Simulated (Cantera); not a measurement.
# Adiabatic ignition

An adiabatic, constant-volume homogeneous reactor starts with 15.2 % H₂, 20.1 % O₂, 64.2 % N₂, 0.472 % NO, at 950 K and 9.87 atm.

Computed with Cantera and GRI-Mech 3.0 (53 species, 325 reactions). The hydrogen kinetics of GRI-Mech 3.0 are dated; newer H2 mechanisms differ, most at raised pressure. The mechanism lacks 2 NO + O2 → 2 NO2 and HONO, so NO2 and the effect of NO are under-described below about 1400 K.

| t (s) | T (K) | P (bar) | x H₂ | x O₂ | x NO | x NO₂ | x H | x HO₂ | x N₂O |
|---|---|---|---|---|---|---|---|---|---|
| 1.00e-6 | 950 | 10.0 | 0.152 | 0.201 | 0.00472 | 7.81e-11 | 1.16e-11 | 9.47e-11 | <1e-12 |
| 3.03e-6 | 950 | 10.0 | 0.152 | 0.201 | 0.00472 | 7.76e-10 | 3.44e-11 | 3.27e-10 | 4.95e-12 |
| 9.20e-6 | 950 | 10.0 | 0.152 | 0.201 | 0.00472 | 9.12e-9 | 1.44e-10 | 1.44e-9 | 7.33e-11 |
| 2.79e-5 | 950 | 10.0 | 0.152 | 0.201 | 0.00472 | 2.11e-7 | 1.62e-9 | 1.65e-8 | 1.85e-9 |
| 8.47e-5 | 952 | 10.0 | 0.152 | 0.201 | 0.00461 | 0.000109 | 6.97e-7 | 7.23e-6 | 1.00e-6 |
| 0.000257 | 2307 | 22.5 | 0.000204 | 0.134 | 0.00480 | 2.01e-5 | 3.04e-5 | 1.65e-5 | 2.84e-6 |
| 0.000779 | 2306 | 22.5 | 0.000203 | 0.134 | 0.00503 | 2.11e-5 | 3.03e-5 | 1.64e-5 | 2.84e-6 |
| 0.00236 | 2305 | 22.4 | 0.000201 | 0.134 | 0.00570 | 2.39e-5 | 2.99e-5 | 1.63e-5 | 2.83e-6 |
| 0.00717 | 2300 | 22.4 | 0.000197 | 0.133 | 0.00733 | 3.08e-5 | 2.90e-5 | 1.60e-5 | 2.82e-6 |
| 0.0217 | 2293 | 22.3 | 0.000191 | 0.132 | 0.00993 | 4.18e-5 | 2.75e-5 | 1.56e-5 | 2.80e-6 |
| 0.0659 | 2290 | 22.3 | 0.000187 | 0.131 | 0.0113 | 4.77e-5 | 2.68e-5 | 1.53e-5 | 2.79e-6 |
| 0.200 | 2290 | 22.3 | 0.000187 | 0.131 | 0.0114 | 4.80e-5 | 2.68e-5 | 1.53e-5 | 2.79e-6 |
x: mole fraction; the columns are a selection and need not sum to one.

```json
{
  "time_of_steepest_temperature_rise": "0.171 ms",
  "temperature at 0.200 s": "2290 K",
  "equilibrium_temperature": "2290 K",
  "x(H₂) at 0.200 s": "0.000187 (gas-phase equilibrium 0.000187)",
  "x(O₂) at 0.200 s": "0.131 (gas-phase equilibrium 0.131)",
  "x(NO) at 0.200 s": "0.0114 (gas-phase equilibrium 0.0114)"
}
```
